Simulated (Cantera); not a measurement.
Cantera run, input and output.

```python
import numpy as np
import cantera as ct

gas = ct.Solution("h2o2.yaml")
gas.TPX = 1200, 2700, {'H2': 0.02, 'O2': 1, 'H2O': 0.075}
reactor = ct.IdealGasConstPressureReactor(gas, energy="off", clone=False)
net = ct.ReactorNet([reactor])
net.rtol, net.atol = 1e-08, 1e-18
show = ['H2', 'O2', 'H2O2', 'O', 'H']
times = np.geomspace(8e-05, 1, 11)

steps = ct.SolutionArray(gas, extra=["t"])
rows = []
print(f"{'t/s':>10s}{'T/K':>9s}{'P/Pa':>11s}" + "".join(f"{s:>11s}" for s in show))
for t in times:
    while net.time < t:
        t_next = net.step()
        steps.append(gas.state, t=t_next)
    rows.append([np.interp(t, steps.t, y) for y in (steps.T, steps.P, *steps(*show).X.T)])
    print(f"{t:10.3e}{rows[-1][0]:9.1f}{rows[-1][1]:11.4g}" + "".join(f"{x:11.3e}" for x in rows[-1][2:]))
rate = np.gradient(steps.T, steps.t)
print("integrator steps:", len(steps.t))
if steps.T.max() > steps.T[0] + 200:
    print(f"time of steepest temperature rise: {steps.t[rate.argmax()]:.4e} s")
gas.TPX = 1200, 2700, {'H2': 0.02, 'O2': 1, 'H2O': 0.075}
gas.equilibrate("TP")
print(f"equilibrium (TP): T = {gas.T:.1f} K  " + "  ".join(f"{s} {gas[s].X[0]:.3e}" for s in show))
```

It prints:

```
       t/s      T/K       P/Pa         H2         O2       H2O2          O          H
 8.000e-05   1200.0       2700  1.826e-02  9.132e-01  3.469e-13  2.038e-09  1.056e-09
 2.055e-04   1200.0       2700  1.826e-02  9.132e-01  2.286e-12  1.027e-08  2.930e-09
 5.278e-04   1200.0       2700  1.826e-02  9.132e-01  1.530e-11  1.183e-07  2.645e-08
 1.356e-03   1200.0       2700  1.822e-02  9.132e-01  3.142e-10  2.654e-05  5.784e-06
 3.482e-03   1200.0       2700  7.796e-04  9.003e-01  3.188e-07  1.044e-02  2.043e-03
 8.944e-03   1200.0       2700  3.194e-04  9.054e-01  2.684e-07  6.038e-03  8.443e-04
 2.297e-02   1200.0       2700  1.122e-04  9.098e-01  2.037e-07  2.118e-03  1.747e-04
 5.901e-02   1200.0       2700  2.600e-05  9.117e-01  1.157e-07  4.955e-04  1.979e-05
 1.516e-01   1200.0       2700  5.308e-06  9.122e-01  5.175e-08  1.029e-04  1.878e-06
 3.893e-01   1200.0       2700  1.193e-06  9.124e-01  2.064e-08  2.357e-05  2.062e-07
 1.000e+00   1200.0       2700  3.138e-07  9.124e-01  7.926e-09  6.306e-06  2.853e-08
integrator steps: 1362
equilibrium (TP): T = 1200.0 K  H2 7.135e-09  O2 9.124e-01  H2O2 3.292e-10  O 1.466e-07  H 1.021e-10
```

Model: the H2/O2 subset of GRI-Mech 3.0, which has no nitrogen chemistry, integrated in Cantera. Radical loss at walls, strong at low pressure, is not modelled.
